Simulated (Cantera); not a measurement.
Premixed flame

A freely propagating, adiabatic, planar premixed flame of 24.5 % H₂, 15.9 % O₂, 59.7 % N₂, equivalence ratio 0.77, unburnt at 575 K and 82.5 Torr; multicomponent+Soret transport, grid criteria slope 0.08 and curve 0.16, no radiation.

Computed with Cantera and the H2/O2 subset of GRI-Mech 3.0, which has no nitrogen chemistry. Burning velocities carry a grid error of a few per cent, more on coarse grids.

| z (mm) | T (K) | u (m/s) | x H₂ | x O₂ | x OH | x H₂O₂ | x HO₂ | x H |
|---|---|---|---|---|---|---|---|---|
| -24.2 | 575 | 4.33 | 0.245 | 0.159 | <1e-8 | <1e-8 | <1e-8 | <1e-8 |
| -16.1 | 575 | 4.33 | 0.245 | 0.159 | <1e-8 | <1e-8 | <1e-8 | <1e-8 |
| -12.1 | 575 | 4.33 | 0.245 | 0.159 | <1e-8 | <1e-8 | <1e-8 | <1e-8 |
| -8.05 | 575 | 4.33 | 0.245 | 0.159 | <1e-8 | <1e-8 | 3.72e-7 | 1.18e-7 |
| -4.03 | 582 | 4.37 | 0.241 | 0.159 | 2.42e-5 | 7.32e-7 | 4.85e-5 | 0.000219 |
| -2.01 | 694 | 5.13 | 0.217 | 0.157 | 0.000284 | 9.68e-7 | 3.40e-5 | 0.00589 |
| 0 | 1058 | 7.60 | 0.105 | 0.116 | 0.00265 | 6.65e-7 | 1.50e-5 | 0.0469 |
| 2.01 | 1332 | 9.49 | 0.0318 | 0.0648 | 0.00735 | 8.49e-7 | 7.15e-6 | 0.0642 |
| 4.03 | 1455 | 10.3 | 0.0279 | 0.0581 | 0.00971 | 6.53e-7 | 5.44e-6 | 0.0559 |
| 8.05 | 1594 | 11.2 | 0.0279 | 0.0547 | 0.0124 | 3.86e-7 | 4.20e-6 | 0.0439 |
| 16.1 | 1744 | 12.1 | 0.0264 | 0.0513 | 0.0149 | 1.99e-7 | 3.16e-6 | 0.0318 |
| 32.2 | 1894 | 13.0 | 0.0230 | 0.0481 | 0.0165 | 1.06e-7 | 2.32e-6 | 0.0208 |
| 64.4 | 2034 | 13.8 | 0.0181 | 0.0453 | 0.0167 | 6.41e-8 | 1.72e-6 | 0.0120 |
x: mole fraction of selected species; z is measured from the peak of heat release.

```json
{
 "laminar_burning_velocity": "433 cm/s",
 "thermal_thickness": "8.05 mm",
 "peak x(OH)": "0.0168",
 "peak x(H₂O₂)": "1.22e-6",
 "peak x(HO₂)": "4.89e-5",
 "peak x(H)": "0.0650"
}
```
